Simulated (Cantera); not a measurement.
Cantera run, input and output.

```python
import numpy as np
import cantera as ct

surf = ct.Interface("ptcombust.yaml", "Pt_surf")
gas = surf.adjacent["gas"]
gas.TPX = 1248, 100000, {'CH4': 0.0072, 'O2': 0.03, 'N2': 0.79, 'H2O': 0.093}
surf.TP = 1248, 100000
reactor = ct.FlowReactor(gas, clone=False)
reactor.area = 0.0001  # m2
reactor.surface_area_to_volume_ratio = 170  # 1/m
reactor.mass_flow_rate = 13 * reactor.area * gas.density  # inlet velocity 13 m/s
reactor.energy_enabled = False
wall = ct.ReactorSurface(surf, reactor, clone=False)
net = ct.ReactorNet([reactor])
net.rtol, net.atol = 1e-8, 1e-16
show, cover = ['CH4', 'O2', 'H2O', 'CO2', 'CO'], ['PT(S)', 'H(S)', 'O(S)', 'OH(S)', 'CO(S)', 'C(S)']

rows = []
print(f"{'z/m':>9s}{'u/(m/s)':>9s}" + "".join(f"{s:>13s}" for s in show + cover))
for z in [0.00064, 0.0012, 0.0024, 0.0046, 0.0088, 0.017, 0.033, 0.064]:
    net.advance(z)
    rows.append([reactor.speed, *gas[show].X, *surf[cover].coverages])
    print(f"{z:9.4g}{rows[-1][0]:9.3g}" + "".join(f"{x:13.4e}" for x in rows[-1][1:]))
```

It prints:

```
      z/m  u/(m/s)          CH4           O2          H2O          CO2           CO        PT(S)         H(S)         O(S)        OH(S)        CO(S)         C(S)
  0.00064       13   7.7632e-03   3.2493e-02   1.0118e-01   4.6586e-05   9.1040e-06   5.6136e-01   1.5267e-05   4.3508e-01   3.5062e-03   1.2053e-05   2.3047e-07
   0.0012       13   7.7093e-03   3.2396e-02   1.0128e-01   9.1494e-05   1.2677e-05   5.6169e-01   1.5294e-05   4.3475e-01   3.5076e-03   1.2732e-05   2.2936e-07
   0.0024       13   7.5949e-03   3.2188e-02   1.0149e-01   1.9200e-04   1.5184e-05   5.6218e-01   1.5338e-05   4.3426e-01   3.5106e-03   1.3127e-05   2.2666e-07
   0.0046       13   7.3880e-03   3.1811e-02   1.0187e-01   3.7728e-04   1.5527e-05   5.6287e-01   1.5407e-05   4.3356e-01   3.5164e-03   1.2975e-05   2.2147e-07
   0.0088       13   7.0049e-03   3.1113e-02   1.0258e-01   7.2029e-04   1.4918e-05   5.6412e-01   1.5532e-05   4.3230e-01   3.5269e-03   1.2431e-05   2.1167e-07
    0.017       13   6.3029e-03   2.9838e-02   1.0387e-01   1.3454e-03   1.3677e-05   5.6644e-01   1.5765e-05   4.2996e-01   3.5460e-03   1.1387e-05   1.9331e-07
    0.033       13   5.0991e-03   2.7662e-02   1.0609e-01   2.4080e-03   1.1594e-05   5.7056e-01   1.6178e-05   4.2581e-01   3.5780e-03   9.5438e-06   1.6057e-07
    0.064       13   3.3054e-03   2.4427e-02   1.0940e-01   3.9761e-03   8.7748e-06   5.7717e-01   1.6836e-05   4.1916e-01   3.6238e-03   6.7003e-06   1.0857e-07
```

Computed with Cantera and Deutschmann's 1995 Pt surface mechanism with GRI-Mech 3.0 gas chemistry. Catalytic surfaces can have several steady states; this one follows from the mechanism file's or the stated starting coverage. Mass transfer to the wall is taken as infinitely fast.
